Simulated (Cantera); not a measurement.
Input: 1 mol Fe2O3, 1.4 mol H2, 0.27 mol H2O, equilibrated at 1852 °C and 0.00830 bar.

These are equilibrium values from Cantera (NASA tables, ideal gas, pure condensed phases), not measurements of a reactor. Candidate condensed phases: Fe, FeO, Fe(OH)2, Fe(OH)3, Fe2O3, Fe3O4, H2O; 12 gas species. The tables' stoichiometric FeO is somewhat more stable than real wüstite, so its field is too wide. FeO: taken at fixed stoichiometry. Equilibrium is a limit: real reactors are often held back by kinetics, nucleation or transport.

Base state: H2O 0.743, H2 0.206, Fe 0.0217, H 0.0181, OH 0.00809, FeO 0.00207, O2 0.000773, O 0.000504 (mole fractions); condensed: FeO(l).

**Question.** What changes in the equilibrium state with this change: temperature from 1852 °C to 1775 °C?

**Answer.** 
```tsv
species	before	after
H2O	0.743	0.751
H2	0.206	0.221
H	0.0181	0.0116
Fe	0.0217	0.0104
O2	0.000773	0.000234
O	0.000504	0.000161
FeO	0.00207	0.000784
OH	0.00809	0.00427
FeO(l), mol	1.96	1.98
```

**Question.** What changes in the equilibrium state with this change: temperature from 1852 °C to 1202 °C?

**Answer.** 
| species | before | after |
|---|---|---|
| H2O | 0.743 | 0.760 |
| H2 | 0.206 | 0.239 |
| H | 0.0181 | 6.97e-5 |
| Fe | 0.0217 | 1.35e-6 |
| Fe(OH)2 | 0.000496 | 9.27e-6 |
| O2 | 0.000773 | 2.20e-9 |
| O | 0.000504 | 1.48e-9 |
| FeO(l), mol | 1.96 | 0 |
| FeO(s), mol | 0 | 2.00 |

**Question.** What changes in the equilibrium state with this change: temperature from 1852 °C to 900 °C?

**Answer.** 
| species | before | after |
|---|---|---|
| H2O | 0.743 | 0.760 |
| H2 | 0.206 | 0.240 |
| H | 0.0181 | 6.33e-7 |
| Fe | 0.0217 | <1e-9 |
| Fe(OH)2 | 0.000496 | 2.12e-7 |
| FeO | 0.00207 | <1e-9 |
| O2 | 0.000773 | <1e-9 |
| OH | 0.00809 | 1.39e-8 |
| O | 0.000504 | <1e-9 |
| FeO(l), mol | 1.96 | 0 |
| FeO(s), mol | 0 | 2.00 |
